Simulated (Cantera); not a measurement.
Input: 1 mol C, 0.079 mol NH3, held at 1000 Pa.

Method: chemical equilibrium by Gibbs-energy minimisation in Cantera with the NASA 1993 tables (ideal gas, pure condensed phases). Candidate condensed phases: C, C6H6, C7H8, C8H18; 92 gas species. Rates play no part. All values below are at 1277 °C.

Base state: H2 0.749, N2 0.250, HCN 0.000643, H 0.000273, HNC 1.27e-5, C2H2 (acetylene) 1.20e-5, CH4 1.14e-5 (mole fractions); condensed: C(graphite).

**Question.** What changes in the equilibrium state with this change: pressure from 1000 Pa to 101000 Pa?

**Answer.** 
```
species             before    after
----------------  --------  -------
H2                   0.749    0.748
N2                   0.250    0.250
CH4                1.14e-5  0.00115
NH3                1.74e-7  1.75e-5
H                 0.000273  2.71e-5
C(graphite), mol     1.000    1.000
```
